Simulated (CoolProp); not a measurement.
A Linde-Hampson liquefier for carbon monoxide: isothermal reversible compression at 300 K from 1 atm to 20 MPa, throttling to 1 atm, return gas leaving the recuperator 0 K below the feed. Each further row changes one setting.

Model: reference Helmholtz-energy equation of state, Lemmon 2006, in CoolProp. It is a short technical equation, of lower accuracy than the large ones.

```csv
case,liquid yield per pass,compression work (kJ/kg of gas)
as stated,0.085,470
high pressure 40 MPa,0.105,___
warm-end temperature 330 K,0.063,___
warm-end gap 5 K,___,470
```

**Question.** Complete the blanks.

**Answer.** 
- high pressure 40 MPa, compression work (kJ/kg of gas): 539
- warm-end temperature 330 K, compression work (kJ/kg of gas): 520
- warm-end gap 5 K, liquid yield per pass: 0.074
